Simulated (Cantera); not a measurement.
# Adiabatic ignition

An adiabatic, constant-pressure homogeneous reactor starts with CH4 : H2 : O2 : N2 = 1 : 0.5 : 0.9 : 3.38 (molar parts), equivalence ratio 2.5, at 1675 K and 11.8 atm.

Model: GRI-Mech 3.0 (53 species, 325 reactions), integrated in Cantera. The pressure lies above the range GRI-Mech 3.0 was tuned for (to about 10 atm).

```
t (s)     T (K)     x CH4    x H2     x O2   x CH2CO      x CO      x O
--------  -----  --------  ------  -------  --------  --------  -------
2.00e-6    1675     0.173  0.0864    0.156  5.48e-10   9.79e-7  9.64e-7
8.29e-6    1706     0.165  0.0853    0.151   1.26e-5  0.000837  6.15e-6
3.44e-5    2556   0.00290   0.215  1.48e-6   4.66e-5     0.110  5.75e-6
0.000143   2530  0.000260   0.252  6.93e-7   1.16e-6     0.135  3.97e-6
0.000591   2528   9.94e-9   0.254  6.89e-7  1.33e-11     0.136  4.01e-6
0.00245    2529   8.57e-9   0.254  6.95e-7  1.13e-11     0.136  4.04e-6
0.0102     2529   8.49e-9   0.254  6.96e-7  1.12e-11     0.136  4.04e-6
0.0421     2529   8.49e-9   0.254  6.96e-7  1.12e-11     0.136  4.04e-6
0.175      2529   8.49e-9   0.254  6.96e-7  1.12e-11     0.136  4.04e-6
0.724      2529   8.49e-9   0.254  6.96e-7  1.12e-11     0.136  4.04e-6
3.00       2529   8.49e-9   0.254  6.96e-7  1.12e-11     0.136  4.04e-6
```
x: mole fraction; the columns are a selection and need not sum to one.

The time of steepest temperature rise is 19.3 µs. The temperature at 3.00 s is 2529 K, the equilibrium temperature is 2529 K and the x(CH4) at 3.00 s is 8.49e-9 (gas-phase equilibrium 9.59e-9). The x(H2) at 3.00 s comes out as 0.254 (gas-phase equilibrium 0.254) and the x(O2) at 3.00 s comes out as 6.96e-7 (gas-phase equilibrium 6.96e-7).
